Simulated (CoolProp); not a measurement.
Vapour-liquid equilibrium of R114 (1) + R113 (2) at 43.15 °C; x and y are mole fractions of (1).

Values from CoolProp's multi-fluid Helmholtz-energy mixture model, Platzer 1990 and Marx 1992; pair parameters Bell 2016. This equation is an older, rougher fit; its heat capacities, sound speeds and derivatives of the liquid may be far off and weren't checked against measurements.

| x | bubble pressure (MPa) | y at the bubble point | dew pressure at overall composition x (MPa) | liquid density (mol/L) |
|---|---|---|---|---|
| 0.05 | 0.1008 | 0.173 | 0.09080 | 8.116 |
| 0.125 | 0.1215 | 0.362 | 0.09668 | 8.128 |
| 0.2 | 0.1424 | 0.498 | 0.1034 | 8.140 |
| 0.275 | 0.1635 | 0.600 | 0.1110 | 8.150 |
| 0.35 | 0.1846 | 0.679 | 0.1199 | 8.159 |
| 0.425 | 0.2058 | 0.743 | 0.1304 | 8.167 |
| 0.5 | 0.2269 | 0.794 | 0.1428 | 8.174 |
| 0.575 | 0.2481 | 0.838 | 0.1578 | 8.179 |
| 0.65 | 0.2693 | 0.875 | 0.1762 | 8.183 |
| 0.725 | 0.2905 | 0.907 | 0.1995 | 8.185 |
| 0.8 | 0.3119 | 0.936 | 0.2294 | 8.184 |
| 0.875 | 0.3334 | 0.962 | 0.2692 | 8.182 |
| 0.95 | 0.3553 | 0.985 | 0.3233 | 8.177 |

No azeotrope shows between x = 0.05 and 0.95.

The pair parameters rest on a limited set of measurements; away from them the model extrapolates.
